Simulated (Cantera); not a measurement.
A Cantera script and its output.

```python
import numpy as np
import cantera as ct

gas = ct.Solution("gri30.yaml")
gas.TPX = 475, 100000, {'C2H4': 1, 'O2': 1.88, 'N2': 7.05, 'H2O': 0.82}
inlet = ct.Reservoir(gas, clone=True)
gas.equilibrate("HP")  # start burning
reactor = ct.IdealGasConstPressureReactor(gas, energy="on", clone=False)
exhaust = ct.Reservoir(gas, clone=True)
tau = [0.27, 0.1, 0.039, 0.015, 0.0056, 0.0021, 0.0008, 0.0003, 0.00011, 4.3e-05, 1.6e-05, 6.2e-06][0]
for a, b in ((inlet, reactor), (reactor, exhaust)):
    ct.MassFlowController(a, b, mdot=lambda t: reactor.mass / tau)
net = ct.ReactorNet([reactor])
show = ['C2H4', 'O2', 'H2O', 'NO', 'OH', 'O', 'H2O2']

rows = []
print(f"{'tau/s':>10s}{'T/K':>9s}" + "".join(f"{s:>11s}" for s in show))
for tau in [0.27, 0.1, 0.039, 0.015, 0.0056, 0.0021, 0.0008, 0.0003, 0.00011, 4.3e-05, 1.6e-05, 6.2e-06]:
    net.initial_time = 0.0
    net.advance(30 * tau)
    before = gas.X
    net.advance(40 * tau)
    drift = np.max(np.abs(gas.X - before) / (gas.X + 1e-9))
    rows.append([gas.T, *gas[show].X, drift])
    print(f"{tau:10.3e}{gas.T:9.1f}" + "".join(f"{x:11.3e}" for x in gas[show].X))
```

Output:

```
     tau/s      T/K       C2H4         O2        H2O         NO         OH          O       H2O2
 2.700e-01   2123.8  1.555e-06  2.947e-05  1.641e-01  1.413e-04  5.000e-04  8.796e-06  2.458e-09
 1.000e-01   2118.6  3.240e-06  5.781e-05  1.638e-01  1.852e-04  6.626e-04  1.568e-05  4.265e-09
 3.900e-02   2111.2  6.284e-06  1.090e-04  1.634e-01  2.207e-04  8.905e-04  2.890e-05  7.400e-09
 1.500e-02   2100.8  1.229e-05  2.075e-04  1.628e-01  2.436e-04  1.198e-03  5.378e-05  1.265e-08
 5.600e-03   2087.1  2.541e-05  4.071e-04  1.621e-01  2.513e-04  1.566e-03  9.553e-05  2.076e-08
 2.100e-03   2070.9  5.592e-05  8.190e-04  1.617e-01  2.423e-04  1.924e-03  1.520e-04  3.218e-08
 8.000e-04   2051.3  1.315e-04  1.717e-03  1.618e-01  2.136e-04  2.216e-03  2.176e-04  4.958e-08
 3.000e-04   2019.1  3.432e-04  3.915e-03  1.629e-01  1.582e-04  2.433e-03  3.015e-04  8.572e-08
 1.100e-04   1942.3  1.099e-03  1.031e-02  1.643e-01  7.826e-05  2.434e-03  4.196e-04  1.981e-07
 4.300e-05    475.0  9.302e-02  1.749e-01  7.628e-02  2.744e-21  5.181e-26  1.505e-27  1.540e-18
 1.600e-05    475.0  9.302e-02  1.749e-01  7.628e-02  2.671e-24  5.279e-29  1.500e-30  1.499e-21
 6.200e-06    475.0  9.302e-02  1.749e-01  7.628e-02  1.687e-25  4.796e-30  1.190e-31  9.469e-23
```

Detailed kinetics in Cantera: GRI-Mech 3.0 (53 species, 325 reactions). GRI-Mech 3.0 was tuned for natural gas; its chemistry of ethylene as a main component is partial and can be far from experiment.
